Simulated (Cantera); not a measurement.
## PbO + H₂ + H₂O (hydrogen reduction and annealing atmospheres)

Feed: 1 mol PbO, 5.8 mol H₂, 1.2 mol H₂O, at 1.40 mbar.

Equilibrium computed with Cantera from the NASA thermochemical tables; the gas is ideal and each condensed phase is pure. Candidate condensed phases: H₂O, Pb, PbO, PbO₂, Pb₃O₄; 12 gas species. Rates play no part.

```json
[
 {"T (K)": "1198", "x H₂": "0.600", "x H₂O": "0.275", "x Pb": "0.125", "x H": "3.94e-6"},
 {"T (K)": "1273", "x H₂": "0.600", "x H₂O": "0.275", "x Pb": "0.125", "x H": "1.48e-5"},
 {"T (K)": "1348", "x H₂": "0.600", "x H₂O": "0.275", "x Pb": "0.125", "x H": "4.79e-5"},
 {"T (K)": "1423", "x H₂": "0.600", "x H₂O": "0.275", "x Pb": "0.125", "x H": "0.000137"},
 {"T (K)": "1498", "x H₂": "0.600", "x H₂O": "0.275", "x Pb": "0.125", "x H": "0.000356"},
 {"T (K)": "1573", "x H₂": "0.599", "x H₂O": "0.275", "x Pb": "0.125", "x H": "0.000841"},
 {"T (K)": "1648", "x H₂": "0.599", "x H₂O": "0.275", "x Pb": "0.125", "x H": "0.00184"},
 {"T (K)": "1723", "x H₂": "0.597", "x H₂O": "0.274", "x Pb": "0.125", "x H": "0.00377"},
 {"T (K)": "1798", "x H₂": "0.594", "x H₂O": "0.274", "x Pb": "0.124", "x H": "0.00725"},
 {"T (K)": "1873", "x H₂": "0.590", "x H₂O": "0.272", "x Pb": "0.124", "x H": "0.0132"},
 {"T (K)": "1948", "x H₂": "0.582", "x H₂O": "0.270", "x Pb": "0.123", "x H": "0.0230"},
 {"T (K)": "2023", "x H₂": "0.570", "x H₂O": "0.267", "x Pb": "0.122", "x H": "0.0383"}
]
```
x: gas mole fraction; nothing condenses.

From 1198 K to 2023 K nothing is condensed. The main Pb-bearing gas is Pb throughout.
